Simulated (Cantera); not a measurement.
Charge: 1 mol Cu₂O, 0.59 mol C, 0.11 mol N₂, held at 1675 °C and 54.0 mbar.

These are equilibrium values from Cantera (NASA tables, ideal gas, pure condensed phases), not measurements of a reactor. Candidate condensed phases: C, Cu, CuO, Cu₂O; 27 gas species. The numbers say what is thermodynamically allowed, not how fast it happens.

Base state: CO₂ 0.557, CO 0.245, N₂ 0.149, Cu 0.0485, Cu₂ 0.000167, O₂ 6.86e-5, NO 5.21e-5, O 1.58e-5 (mole fractions); condensed: Cu(l).

Problem. What changes in the equilibrium state with this change: 1.5 mol CH₄ added?

Solution. 
```json
[
 {"species": "H₂", "before": "0", "after": "0.690"},
 {"species": "CO", "before": "0.245", "after": "0.231"},
 {"species": "Cu", "before": "0.0485", "after": "0.0485"},
 {"species": "CO₂", "before": "0.557", "after": "9.51e-8"},
 {"species": "N₂", "before": "0.149", "after": "0.0246"},
 {"species": "H", "before": "0", "after": "0.00404"},
 {"species": "HCN", "before": "0", "after": "0.00156"},
 {"species": "C₂H₂ (acetylene)", "before": "0", "after": "0.000372"},
 {"species": "Cu(l), mol", "before": "1.96", "after": "1.79"},
 {"species": "C(graphite), mol", "before": "0", "after": "1.08"}
]
```
Further candidate phases: C₆H₆, C₇H₈, C₈H₁₈, Cu(OH)₂, H₂O.
